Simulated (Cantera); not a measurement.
Input: 1 mol TiO2, 110 mol H2, 0.99 mol H2O, at 133 Pa.

Method: chemical equilibrium by Gibbs-energy minimisation in Cantera with the NASA 1993 tables (ideal gas, pure condensed phases). Candidate condensed phases: H2O, Ti, TiO, TiO2, Ti2O3, Ti3O5, Ti4O7; 12 gas species. Mutual solubility and eutectic melting of coexisting phases are not modelled. Condensed phases not in the tables: Magnéli phases beyond Ti4O7. The numbers say what is thermodynamically allowed, not how fast it happens.

log p: log10 of the partial pressure in bar; n: condensed amount in mol.

| T (°C) | log p H2 | log p H | log p H2O | log p TiO | log p TiO2 | log p OH | n TiO2(rutile) | n Ti4O7(s) | n Ti3O5(s) |
|---|---|---|---|---|---|---|---|---|---|
| 802 | -2.88 | -9.27 | -4.92 | <-14 | <-14 | (withheld) | 1.00 | 0 | 0 |
| 877 | -2.88 | -8.57 | -4.92 | <-14 | <-14 | (withheld) | 1.00 | 0 | 0 |
| 952 | -2.88 | -7.95 | -4.92 | <-14 | <-14 | (withheld) | 1.00 | 0 | 0 |
| 1027 | -2.88 | -7.40 | -4.92 | <-14 | <-14 | (withheld) | 1.00 | 0 | 0 |
| 1102 | -2.88 | -6.90 | -4.92 | <-14 | -13.96 | (withheld) | 1.00 | 0 | 0 |
| 1177 | -2.88 | -6.46 | -4.84 | -13.73 | -12.74 | (withheld) | 0.141 | 0.215 | 0 |
| 1252 | -2.88 | -6.07 | -4.83 | -12.51 | -11.70 | (withheld) | 0 | 0.250 | 0 |
| 1327 | -2.88 | -5.70 | -4.83 | -11.40 | -10.77 | (withheld) | 0 | 0.250 | 0 |
| 1402 | -2.88 | -5.38 | -4.80 | -10.43 | -9.93 | (withheld) | 0 | 0 | 0.333 |
| 1477 | -2.88 | -5.07 | -4.80 | -9.53 | -9.18 | (withheld) | 0 | 0 | 0.333 |
| 1552 | -2.89 | -4.80 | -4.80 | -8.71 | -8.49 | (withheld) | 0 | 0 | 0.333 |
| 1627 | -2.89 | -4.55 | -4.80 | -7.96 | -7.85 | (withheld) | 0 | 0 | 0.333 |
| 1702 | -2.90 | -4.31 | -4.81 | -7.27 | -7.27 | (withheld) | 0 | 0 | 0.330 |
| 1777 | -2.91 | -4.10 | -4.81 | -6.63 | -6.73 | (withheld) | 0 | 0 | 0.321 |

Question: Fill in the missing entries.

Answer: 
- 802, log p OH: -13.74
- 877, log p OH: -12.83
- 952, log p OH: -12.03
- 1027, log p OH: -11.33
- 1102, log p OH: -10.70
- 1177, log p OH: -10.04
- 1252, log p OH: -9.52
- 1327, log p OH: -9.06
- 1402, log p OH: -8.61
- 1477, log p OH: -8.22
- 1552, log p OH: -7.87
- 1627, log p OH: -7.55
- 1702, log p OH: -7.24
- 1777, log p OH: -6.96
